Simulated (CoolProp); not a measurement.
The numbers come from the reference Helmholtz-energy equation of state, Penoncello 2003 in CoolProp.

Problem. Give the vapour pressure (MPa), liquid cp (kJ/(kg K)), surface tension (mN/m), liquid viscosity (µPa s) of saturated CHF3 (R23) at 280.4 K.

Solution. 
```
T (K)  p (MPa)  liquid cp (kJ/(kg K))  surface tension (mN/m)  liquid viscosity (µPa s)
-----  -------  ---------------------  ----------------------  ------------------------
280.4     3.02                   2.13                    1.77                      80.8
```

Viscosity comes from a separate model (Shan 2000). Surface tension comes from a separate correlation (Mulero 2012).
